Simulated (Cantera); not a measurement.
Charge: 1 mol HBr, 1.5 mol H2, 0.046 mol O2, held at 2177 °C and 1.00 bar.

These are equilibrium values from Cantera (NASA tables, ideal gas, pure condensed phases), not measurements of a reactor. Candidate condensed phases: Br2, H2O; 12 gas species. The numbers say what is thermodynamically allowed, not how fast it happens.

Base state: H2 0.570, HBr 0.293, Br 0.0863, H2O 0.0347, H 0.0152, OH 0.000181, Br2 0.000158 (mole fractions); condensed: gas only.

### Question
What changes in the equilibrium state with this change: temperature from 2177 °C to 400 °C?

### Answer
| species | before | after |
|---|---|---|
| H2 | 0.570 | 0.563 |
| HBr | 0.293 | 0.400 |
| H2O | 0.0347 | 0.0368 |
| Br | 0.0863 | <1e-9 |
| H | 0.0152 | <1e-9 |
| OH | 0.000181 | <1e-9 |
| Br2 | 0.000158 | <1e-9 |

### Question
What changes in the equilibrium state with this change: O2 from 0.046 to 0.32 mol?

### Answer
| species | before | after |
|---|---|---|
| H2 | 0.570 | 0.370 |
| HBr | 0.293 | 0.276 |
| H2O | 0.0347 | 0.240 |
| H | 0.0152 | 0.0122 |
| Br | 0.0863 | 0.101 |
| O | 3.19e-6 | 3.39e-5 |
| OH | 0.000181 | 0.00155 |
| Br2 | 0.000158 | 0.000217 |

### Question
What changes in the equilibrium state with this change: O2 from 0.046 to 1.4 mol?

### Answer
| species | before | after |
|---|---|---|
| H2O | 0.0347 | 0.533 |
| Br | 0.0863 | 0.215 |
| O2 | 8.00e-8 | 0.134 |
| H2 | 0.570 | 0.00676 |
| HBr | 0.293 | 0.0795 |
| OH | 0.000181 | 0.0254 |
| H | 0.0152 | 0.00165 |
| HO2 | <1e-9 | 2.07e-5 |
| O | 3.19e-6 | 0.00412 |
